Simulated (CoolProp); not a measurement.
Vapour-liquid equilibrium of diethyl ether (1) + benzene (2) at 324 K; x and y are mole fractions of (1).

Values from CoolProp's multi-fluid Helmholtz-energy mixture model, Thol 2014 and Thol 2012; pair parameters Bell 2016.

```json
[
 {"x": "0.05", "bubble pressure, mixture model (MPa)": "0.04415", "bubble pressure, Raoult's law (MPa)": "0.04429", "y, mixture model": "0.192", "y, Raoult's law": "0.198"},
 {"x": "0.15", "bubble pressure, mixture model (MPa)": "0.05757", "bubble pressure, Raoult's law (MPa)": "0.05808", "y, mixture model": "0.441", "y, Raoult's law": "0.453"},
 {"x": "0.25", "bubble pressure, mixture model (MPa)": "0.07097", "bubble pressure, Raoult's law (MPa)": "0.07187", "y, mixture model": "0.597", "y, Raoult's law": "0.610"},
 {"x": "0.35", "bubble pressure, mixture model (MPa)": "0.08441", "bubble pressure, Raoult's law (MPa)": "0.08567", "y, mixture model": "0.703", "y, Raoult's law": "0.716"},
 {"x": "0.45", "bubble pressure, mixture model (MPa)": "0.09796", "bubble pressure, Raoult's law (MPa)": "0.09946", "y, mixture model": "0.782", "y, Raoult's law": "0.793"},
 {"x": "0.55", "bubble pressure, mixture model (MPa)": "0.1116", "bubble pressure, Raoult's law (MPa)": "0.1133", "y, mixture model": "0.842", "y, Raoult's law": "0.851"},
 {"x": "0.65", "bubble pressure, mixture model (MPa)": "0.1255", "bubble pressure, Raoult's law (MPa)": "0.1270", "y, mixture model": "0.890", "y, Raoult's law": "0.897"},
 {"x": "0.75", "bubble pressure, mixture model (MPa)": "0.1395", "bubble pressure, Raoult's law (MPa)": "0.1408", "y, mixture model": "0.929", "y, Raoult's law": "0.934"},
 {"x": "0.85", "bubble pressure, mixture model (MPa)": "0.1537", "bubble pressure, Raoult's law (MPa)": "0.1546", "y, mixture model": "0.961", "y, Raoult's law": "0.964"},
 {"x": "0.95", "bubble pressure, mixture model (MPa)": "0.1681", "bubble pressure, Raoult's law (MPa)": "0.1684", "y, mixture model": "0.988", "y, Raoult's law": "0.989"}
]
```

The largest gap from Raoult's law is -1.5 % in bubble pressure, at x = 0.45. No azeotrope shows between x = 0.05 and 0.95.

Pair parameters are fitted to limited data, so mixtures are less certain than the pure fluids.
